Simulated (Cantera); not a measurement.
Input (Python, Cantera) and output of one run.

```python
import numpy as np
import cantera as ct

gas_names = """
    F F2 N NF NF2 NF3 N2 Si SiF SiF2 SiF3 SiF4 SiN Si2 Si2N Si3
""".split()
cond_names = """
    Si(cr) Si(L) Si3N4(a)
""".split()


# ... load() reads the species with a 1 bar reference pressure and builds the phases ...
atoms = {
    'Si': {'Si': 1},
    'F2': {'F': 2},
    'NF3': {'N': 1, 'F': 3},
}
top_T = {'Si3N4(a)': 2400}  # K; cautious upper limits of use, not melting points


# ... equilibrate(T, P, feed) seeds the gas with the atoms and calls Mixture.equilibrate('TP', solver="vcs", rtol=1e-11, max_steps=5000) ...
results = []
feed = {'Si': 1, 'F2': 2.7, 'NF3': 0.62}  # mol
T = 623.15  # K
P = 18000  # Pa
mix = equilibrate(T, P, feed)
results.append((T, P, feed, dict(zip(mix.species_names, mix.species_moles))))
x = sorted(zip(gas.X, gas.species_names), reverse=True)
print(f"T = {T:g} K  P = {P:g} Pa  gas = {mix.phase_moles(0):.4g} mol")
print("   x: " + "  ".join(f"{s} {v:.3e}" for v, s in x if v > 1e-06))
print("   condensed (mol): " + ("  ".join(f"{mix.phase(i).name} {mix.phase_moles(i):.4g}"
      for i in range(1, mix.n_phases) if mix.phase_moles(i) > 1e-12) or "none"))
```

Result:

```
T = 623.15 K  P = 18000 Pa  gas = 2.32 mol
   x: SiF4 4.310e-01  F2 3.015e-01  NF3 2.672e-01  F 3.329e-04  N2 2.675e-06
   condensed (mol): none
```

These are equilibrium values from Cantera (NASA tables, ideal gas, pure condensed phases), not measurements of a reactor.
